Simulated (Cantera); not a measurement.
An adiabatic, constant-pressure homogeneous reactor starts with CO : H2 : CH4 : O2 : N2 = 1 : 0.14 : 0.5 : 2.24 : 8.43 (molar parts), equivalence ratio 0.70, at 1198 K and 4.93 atm. Integrator tolerance rtol = 1e-08.

Cantera simulation using GRI-Mech 3.0 (53 species, 325 reactions); the numbers are that mechanism's predictions, not measurements.

### Question
What does this change do: initial temperature 1198 to 1300 K?

### Answer
| quantity | before | after |
|---|---|---|
| time of steepest temperature rise | 0.895 ms | 0.380 ms |
| temperature at 2.00 s | 2557 K | 2613 K |
| equilibrium temperature | 2557 K | 2613 K |
| x(CO) at 2.00 s | 0.0111 (gas-phase equilibrium 0.0111) | 0.0142 (gas-phase equilibrium 0.0142) |
| x(H2) at 2.00 s | 0.00137 (gas-phase equilibrium 0.00137) | 0.00173 (gas-phase equilibrium 0.00173) |
| x(CH4) at 2.00 s | <1e-12 (gas-phase equilibrium <1e-12) | <1e-12 (gas-phase equilibrium <1e-12) |
| x(NO) at 2.00 s | 0.0122 (gas-phase equilibrium 0.0122) | 0.0134 (gas-phase equilibrium 0.0134) |
| x(HO2) at 2.00 s | 8.47e-6 (gas-phase equilibrium 8.47e-6) | 9.69e-6 (gas-phase equilibrium 9.69e-6) |
| x(CO2) at 2.00 s | 0.115 (gas-phase equilibrium 0.115) | 0.112 (gas-phase equilibrium 0.112) |

### Question
What does this change do: pressure from 4.93 atm to 1.58 atm?

### Answer
| quantity | before | after |
|---|---|---|
| time of steepest temperature rise | 0.895 ms | 2.14 ms |
| temperature at 2.00 s | 2557 K | 2515 K |
| equilibrium temperature | 2557 K | 2515 K |
| x(CO) at 2.00 s | 0.0111 (gas-phase equilibrium 0.0111) | 0.0149 (gas-phase equilibrium 0.0149) |
| x(H2) at 2.00 s | 0.00137 (gas-phase equilibrium 0.00137) | 0.00192 (gas-phase equilibrium 0.00192) |
| x(CH4) at 2.00 s | <1e-12 (gas-phase equilibrium <1e-12) | <1e-12 (gas-phase equilibrium <1e-12) |
| x(NO) at 2.00 s | 0.0122 (gas-phase equilibrium 0.0122) | 0.0115 (gas-phase equilibrium 0.0115) |
| x(HO2) at 2.00 s | 8.47e-6 (gas-phase equilibrium 8.47e-6) | 5.80e-6 (gas-phase equilibrium 5.80e-6) |
| x(CO2) at 2.00 s | 0.115 (gas-phase equilibrium 0.115) | 0.111 (gas-phase equilibrium 0.111) |
